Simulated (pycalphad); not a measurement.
**Phase fractions of Si-0.6631Al (wt.%)**

All values are pycalphad results on the COST 507 light-alloy database (1999) (1 atm), not direct measurements. The database dates from 1999; later assessments differ in places, in temperatures and in the compounds included. Phase fractions are per mole of atoms.

```csv
T (K),LIQUID,DIAMOND_A4,FCC_A1
1700,1.000,-,-
1625,0.055,0.945,-
1550,0.027,0.973,-
1475,0.019,0.981,-
1400,0.016,0.984,-
1325,0.013,0.987,-
1250,0.012,0.988,-
1175,[?],[?],-
1100,0.010,0.990,-
1025,0.009,0.991,-
950,0.008,0.992,-
875,0.008,0.992,-
800,-,0.993,0.007
725,-,0.993,0.007
650,-,0.993,0.007
575,-,0.993,0.007
500,-,0.993,0.007
```

Question: Some entries are withheld; supply them.

Answer: 
- 1175, LIQUID: 0.011
- 1175, DIAMOND_A4: 0.989

FCC_A1 is fcc; DIAMOND_A4 is diamond (Si).
